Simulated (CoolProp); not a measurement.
cis-2-butene along the isotherm 251.85 °C: density (kg/m³) from the reference equation and from simpler models built on Tc = 162.6 °C, pc = 4.236 MPa, ω = 0.202; each cubic takes its own stable root.

Computed with CoolProp (reference Helmholtz-energy equation of state, Lemmon 2005). It is a short technical equation, of lower accuracy than the large ones.

```json
[
 {"p (MPa)": "0.662", "phase": "gas", "reference": "8.769", "ideal gas": "8.509", "Redlich-Kwong": "8.782", "Soave-Redlich-Kwong": "8.756"},
 {"p (MPa)": "1.32", "phase": "gas", "reference": "18.05", "ideal gas": "16.97", "Redlich-Kwong": "18.10", "Soave-Redlich-Kwong": "17.98"},
 {"p (MPa)": "1.99", "phase": "gas", "reference": "28.15", "ideal gas": "25.58", "Redlich-Kwong": "28.28", "Soave-Redlich-Kwong": "27.98"},
 {"p (MPa)": "2.65", "phase": "gas", "reference": "38.83", "ideal gas": "34.06", "Redlich-Kwong": "39.09", "Soave-Redlich-Kwong": "38.49"},
 {"p (MPa)": "3.31", "phase": "gas", "reference": "50.35", "ideal gas": "42.54", "Redlich-Kwong": "50.81", "Soave-Redlich-Kwong": "49.74"},
 {"p (MPa)": "3.97", "phase": "gas", "reference": "62.82", "ideal gas": "51.03", "Redlich-Kwong": "63.57", "Soave-Redlich-Kwong": "61.79"},
 {"p (MPa)": "4.63", "phase": "supercritical", "reference": "76.35", "ideal gas": "59.51", "Redlich-Kwong": "77.54", "Soave-Redlich-Kwong": "74.74"},
 {"p (MPa)": "5.3", "phase": "supercritical", "reference": "91.31", "ideal gas": "68.12", "Redlich-Kwong": "93.11", "Soave-Redlich-Kwong": "88.85"},
 {"p (MPa)": "5.96", "phase": "supercritical", "reference": "107.3", "ideal gas": "76.61", "Redlich-Kwong": "109.9", "Soave-Redlich-Kwong": "103.7"},
 {"p (MPa)": "6.62", "phase": "supercritical", "reference": "124.7", "ideal gas": "85.09", "Redlich-Kwong": "128.2", "Soave-Redlich-Kwong": "119.5"},
 {"p (MPa)": "7.28", "phase": "supercritical", "reference": "143.3", "ideal gas": "93.57", "Redlich-Kwong": "147.8", "Soave-Redlich-Kwong": "136.0"},
 {"p (MPa)": "7.94", "phase": "supercritical", "reference": "163.0", "ideal gas": "102.1", "Redlich-Kwong": "167.9", "Soave-Redlich-Kwong": "153.0"},
 {"p (MPa)": "8.6", "phase": "supercritical", "reference": "183.3", "ideal gas": "110.5", "Redlich-Kwong": "187.9", "Soave-Redlich-Kwong": "170.0"},
 {"p (MPa)": "9.27", "phase": "supercritical", "reference": "204.1", "ideal gas": "119.2", "Redlich-Kwong": "207.2", "Soave-Redlich-Kwong": "186.9"},
 {"p (MPa)": "9.93", "phase": "supercritical", "reference": "223.8", "ideal gas": "127.6", "Redlich-Kwong": "224.6", "Soave-Redlich-Kwong": "202.9"},
 {"p (MPa)": "10.6", "phase": "supercritical", "reference": "242.7", "ideal gas": "136.2", "Redlich-Kwong": "240.7", "Soave-Redlich-Kwong": "218.1"}
]
```
